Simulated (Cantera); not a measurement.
A perfectly stirred reactor is fed with 6.87 % CH₄, 19.6 % O₂, 73.5 % N₂, equivalence ratio 0.70, at 1.00 bar; it is adiabatic with a 823 K inlet, and is followed from long to short residence time, starting on the burning branch (τ in s: 0.023, 0.011, 0.0056, 0.0027, 0.0013, 0.00065, 0.00032, 0.00016, 7.6e-05, 3.7e-05, 1.8e-05).

Cantera simulation using GRI-Mech 3.0 (53 species, 325 reactions); the numbers are that mechanism's predictions, not measurements.

**Question.** Predict: blow-out, bracketed by the residence times tried; x(CH₄) at τ = 23.0 ms; x(O₂) at τ = 23.0 ms; x(CH₃) at τ = 23.0 ms; x(CO₂) at τ = 23.0 ms; x(CO) at τ = 23.0 ms; x(CH₄) at τ = 0.650 ms; x(O₂) at τ = 0.650 ms; x(CH₃) at τ = 0.650 ms; x(CO₂) at τ = 0.650 ms; x(CO) at τ = 0.650 ms.

**Answer.** 
- blow-out, bracketed by the residence times tried: burning at 37.0 µs, out at 18.0 µs
- x(CH₄) at τ = 23.0 ms: 7.45e-6
- x(O₂) at τ = 23.0 ms: 0.0586
- x(CH₃) at τ = 23.0 ms: 2.91e-6
- x(CO₂) at τ = 23.0 ms: 0.0656
- x(CO) at τ = 23.0 ms: 0.00283
- x(CH₄) at τ = 0.650 ms: 0.000105
- x(O₂) at τ = 0.650 ms: 0.0626
- x(CH₃) at τ = 0.650 ms: 3.04e-5
- x(CO₂) at τ = 0.650 ms: 0.0556
- x(CO) at τ = 0.650 ms: 0.0119
